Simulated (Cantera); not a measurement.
**Silicon oxide and oxynitride deposition: SiH₂Cl₂ + O₂**

A closed system holds: 1 mol SiH₂Cl₂, 8.7 mol O₂, equilibrated at 1477 °C and 60.0 mbar.

Method: chemical equilibrium by Gibbs-energy minimisation in Cantera with the NASA 1993 tables (ideal gas, pure condensed phases). Candidate condensed phases: H₂O, Si, SiO₂; 30 gas species. The tables hold silica as quartz up to 1696 K and as liquid above; real silica turns to tridymite and cristobalite and melts near 1996 K. The numbers say what is thermodynamically allowed, not how fast it happens.

```
Quantity                             Result
--------------------------------  ---------
x(O₂)                                 0.770
x(HCl)                                0.147
x(Cl)                                0.0515
x(H₂O)                               0.0281
x(Cl₂)                              0.00259
x(OH)                              0.000749
x(O)                               0.000268
x(ClO)                             0.000207
x(HOCl)                             1.20e-5
n(SiO₂(condensed))                 1.00 mol
gas amount                        9.816 mol
log10 activity of Si(l) (absent)     -16.55
```
